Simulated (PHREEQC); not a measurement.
1.2 g of hydrous ferric oxide (600 m²/g; 0.2 weak and 0.005 strong sites per Fe, Dzombak-Morel constants, diffuse double layer) in 1 kg of water with 0.001 mol/kgw of an inert sodium salt, at 25 °C; the pH is set by adding NaOH or the inert anion's acid. O2 is buffered at 0.21 atm. CO2 from the air is kept out. Nothing may precipitate in this run.

Computed with PHREEQC (ion-association model, wateq4f.dat).

```json
[
 {"pH": "4", "surface charge σ (C/m²)": "0.131", "surface potential ψ (mV)": "207"},
 {"pH": "4.75", "surface charge σ (C/m²)": "0.068", "surface potential ψ (mV)": "…"},
 {"pH": "5.5", "surface charge σ (C/m²)": "…", "surface potential ψ (mV)": "145"},
 {"pH": "6.25", "surface charge σ (C/m²)": "…", "surface potential ψ (mV)": "106"},
 {"pH": "7", "surface charge σ (C/m²)": "…", "surface potential ψ (mV)": "64"},
 {"pH": "7.75", "surface charge σ (C/m²)": "0.002", "surface potential ψ (mV)": "…"},
 {"pH": "8.5", "surface charge σ (C/m²)": "-0.002", "surface potential ψ (mV)": "-23"},
 {"pH": "9.25", "surface charge σ (C/m²)": "-0.006", "surface potential ψ (mV)": "…"},
 {"pH": "10", "surface charge σ (C/m²)": "-0.016", "surface potential ψ (mV)": "-107"}
]
```

Q: Some entries are withheld; supply them.

A: 
- 4.75, surface potential ψ (mV): 179
- 5.5, surface charge σ (C/m²): 0.033
- 6.25, surface charge σ (C/m²): 0.015
- 7, surface charge σ (C/m²): 0.006
- 7.75, surface potential ψ (mV): 21
- 9.25, surface potential ψ (mV): -66

Complexes and solids missing from the database can't appear.
